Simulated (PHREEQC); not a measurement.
PHREEQC input (ion-association model, wateq4f.dat):

```
SOLUTION_MASTER_SPECIES
  An  An-  0  An  62.0  # stands for a non-complexing anion
SOLUTION_SPECIES
  An- = An-
    -log_k 0
    -gamma 3.0 0
PHASES
  Fix_H+
    H+ = H+
    -log_k 0
SOLUTION 1
  temp 25
  units mmol/kgw
  pH 7 charge
  Cl 0.00032
  Ba 0.00016
  Na 50
  An 50
END
SELECTED_OUTPUT 1
  -reset false
  -pH true
  -pe true
  -ionic_strength true
  -water true
  -totals Ba Cl Na
  -molalities Hfo_wOH Hfo_wOH2+ Hfo_wO- Hfo_sOH Hfo_sOH2+ Hfo_sO- Hfo_sOHBa+2 Hfo_wOBa+
  -saturation_indices Halite
USER_PUNCH 1
  -headings sigma psi
  10 PUNCH EDL("sigma", "Hfo"), EDL("psi", "Hfo")
PRINT
  -reset false
USE solution 1
SURFACE 1
  Hfo_wOH 4.7191e-05 600 0.021
  Hfo_sOH 1.17978e-06
EQUILIBRIUM_PHASES 1
  Fix_H+ -3 HAn 10
    -force_equality true
  O2(g) -0.68 10
END
# ... the last block is repeated for the other 12 points of pH, with NaOH or the acid as the point needs
```

Selected output (columns that matter, 13 of 13 rows; pH added in front):

```
pH	mu	Ba	Na	m_Hfo_wOH	m_Hfo_wOH2+	m_Hfo_wO-	m_Hfo_sOH	m_Hfo_sOH2+	m_Hfo_sO-	m_Hfo_sOHBa+2	m_Hfo_wOBa+	si_Halite	sigma	psi
3	0.051196	1.6e-07	0.05	1.6938e-06	4.5496e-05	1.4446e-09	4.2345e-08	1.1374e-06	3.6116e-11	1.7084e-15	1.0853e-20	-9.5538	0.35712	0.16924
3.5	0.050393	1.6e-07	0.05	4.494e-06	4.2686e-05	1.0839e-08	1.1235e-07	1.0672e-06	2.7097e-10	5.6938e-15	1.0228e-19	-9.5528	0.33499	0.16637
4	0.050137	1.6e-07	0.05	9.6536e-06	3.748e-05	5.6961e-08	2.4134e-07	9.3701e-07	1.424e-09	2.0465e-14	8.9939e-19	-9.5524	0.29376	0.15977
4.5	0.050053	1.6e-07	0.05	1.6433e-05	3.0556e-05	2.0246e-07	4.1082e-07	7.6389e-07	5.0615e-09	7.9938e-14	7.3356e-18	-9.5523	0.23826	0.14911
5	0.050024	1.6e-07	0.05	2.3133e-05	2.3537e-05	5.2083e-07	5.7832e-07	5.8844e-07	1.3021e-08	3.3701e-13	5.6516e-17	-9.5523	0.18067	0.13502
5.5	0.050013	1.6e-07	0.05	2.8531e-05	1.76e-05	1.0595e-06	7.1328e-07	4.4001e-07	2.6488e-08	1.528e-12	4.2263e-16	-9.5523	0.12984	0.1183
6	0.050008	1.5999e-07	0.05	3.2244e-05	1.3134e-05	1.8134e-06	8.0609e-07	3.2835e-07	4.5335e-08	7.5286e-12	3.1538e-15	-9.5523	0.088862	0.099385
6.5	0.050005	1.5996e-07	0.05	3.4448e-05	1.0034e-05	2.7092e-06	8.6116e-07	2.5085e-07	6.7727e-08	4.1123e-11	2.409e-14	-9.5523	0.0575	0.078422
7	0.050003	1.5975e-07	0.05	3.5574e-05	7.9869e-06	3.6299e-06	8.8917e-07	1.9963e-07	9.0728e-08	2.5192e-10	1.915e-13	-9.5523	0.034205	0.055533
7.5	0.050002	1.583e-07	0.05	3.6065e-05	6.6345e-06	4.4912e-06	9.0034e-07	1.6563e-07	1.1212e-07	1.697e-09	1.5763e-12	-9.5523	0.01685	0.031073
8	0.050001	1.4855e-07	0.050001	3.6221e-05	5.6593e-06	5.3107e-06	8.9675e-07	1.4011e-07	1.3148e-07	1.1442e-08	1.2618e-11	-9.5522	0.0029113	0.0056904
8.5	0.050005	1.0417e-07	0.050005	3.6154e-05	4.8055e-06	6.2313e-06	8.6114e-07	1.1446e-07	1.4842e-07	5.5758e-08	7.5129e-11	-9.5522	-0.010325	-0.019733
9	0.050014	3.6221e-08	0.050016	3.5798e-05	3.9382e-06	7.4546e-06	8.0122e-07	8.8144e-08	1.6685e-07	1.2357e-07	2.1407e-10	-9.5521	-0.025638	-0.044452
```

Complexes and solids missing from the database can't appear. The oxide is taken as insoluble; below pH 4 it would dissolve.
